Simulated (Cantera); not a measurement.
Input: 1 mol borazine, 29 mol NH₃, equilibrated at 1548 K and 16.0 mbar.

These are equilibrium values from Cantera (NASA tables, ideal gas, pure condensed phases), not measurements of a reactor. Candidate condensed phases: B, BN; 15 gas species. The feed counts by its element totals alone. The numbers say what is thermodynamically allowed, not how fast it happens.

Base state: H₂ 0.762, N₂ 0.238, H 0.000213 (mole fractions); condensed: BN(s).

Problem. What changes in the equilibrium state with this change: temperature from 1548 K to 1898.15 K?

Solution. 
```tsv
species	before	after
H₂	0.762	0.758
N₂	0.238	0.237
H	0.000213	0.00538
BH₂	2.71e-8	1.51e-5
BN(s), mol	3.00	3.00
```
The tables' values for BH₂ are old estimates; treat these amounts as uncertain.
